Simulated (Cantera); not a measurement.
Charge: 1 mol Si3N4, 0.12 mol O2, 760 mol H2, equilibrated at 33.0 Pa.

These are equilibrium values from Cantera (NASA tables, ideal gas, pure condensed phases), not measurements of a reactor. Candidate condensed phases: H2O, Si, SiO2, Si2N2O, Si3N4; 35 gas species. Gases not in the tables: Si2H6 and higher silanes. Equilibrium is a limit: real reactors are often held back by kinetics, nucleation or transport.

Q: What share of the Si ends up in condensed phases as a function of T (K), at 1400, 1450, 1500, 1550, 1600, 1650, 1700, 1750, 1800, 1850, 1900?

A: 
```
T (K)  Si condensed (%)     as
-----  ----------------  -----
1400               91.9  Si(s)
1450               91.7  Si(s)
1500               91.1  Si(s)
1550               89.2  Si(s)
1600               84.0  Si(s)
1650               70.2  Si(s)
1700               36.8  Si(l)
1750                0.0      -
1800                0.0      -
1850                0.0      -
1900                0.0      -
```
